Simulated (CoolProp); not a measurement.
The fluid at 298.15 K and 3.67 MPa (liquid) is heated at constant pressure to 327.2 K. The same conditions are run with several fluids, on thermodynamics alone (safety and materials aside).

Computed with CoolProp (reference Helmholtz-energy equation of state of each fluid (sulfur hexafluoride: Guder 2009; R123: Younglove 1994; R227EA: Lemmon 2016; n-undecane: Aleksandrov 2011; R141b: Lemmon 2006)).

```
fluid                heat (kJ/kg)  final phase  final density (kg/m³)
-------------------  ------------  -----------  ---------------------
sulfur hexafluoride    (withheld)          gas                    343
R123                         29.9       liquid                   1400
R227EA                       34.8       liquid             (withheld)
n-undecane             (withheld)       liquid                    718
R141b                        33.9       liquid             (withheld)
```

### Question
Some entries are withheld; supply them.

### Answer

- sulfur hexafluoride, heat (kJ/kg): 76.2
- R227EA, final density (kg/m³): 1290
- n-undecane, heat (kJ/kg): 65.7
- R141b, final density (kg/m³): 1190
